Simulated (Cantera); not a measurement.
Charge: 1 mol Al, 0.53 mol O2, 38 mol CO, 3.9 mol CO2, equilibrated at 1125 K and 3.60 bar.

These are equilibrium values from Cantera (NASA tables, ideal gas, pure condensed phases), not measurements of a reactor. Candidate condensed phases: Al, Al2O3, C; 19 gas species. Equilibrium is a limit: real reactors are often held back by kinetics, nucleation or transport.

What is the equilibrium state?


| Item | Result |
|---|---|
| x(CO) | 0.848 |
| x(CO2) | 0.152 |
| n(Al2O3(s)) | 0.500 mol |
| n(C(graphite)) | 2.51 mol |
| gas amount | 39.39 mol |
| log10 activity of Al(l) (absent) | -16.65 |
